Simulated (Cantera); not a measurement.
A freely propagating, adiabatic, planar premixed flame of 4.53 % C3H8, 22.7 % O2, 70.2 % N2, 2.58 % CO2, unburnt at 325 K and 500000 Pa; mixture-averaged transport, grid criteria slope 0.08 and curve 0.16, no radiation.

Detailed kinetics in Cantera: GRI-Mech 3.0 (53 species, 325 reactions). GRI-Mech 3.0 was tuned for natural gas; its chemistry of propane as a main component is partial and can be far from experiment. Burning velocities carry a grid error of a few per cent, more on coarse grids.

Q: Predict: laminar burning velocity; thermal thickness; peak x(CH3); peak x(H).

A: 
| Property | Value |
|---|---|
| laminar burning velocity | 43.9 cm/s |
| thermal thickness | 0.0797 mm |
| peak x(CH3) | 0.00166 |
| peak x(H) | 0.00429 |
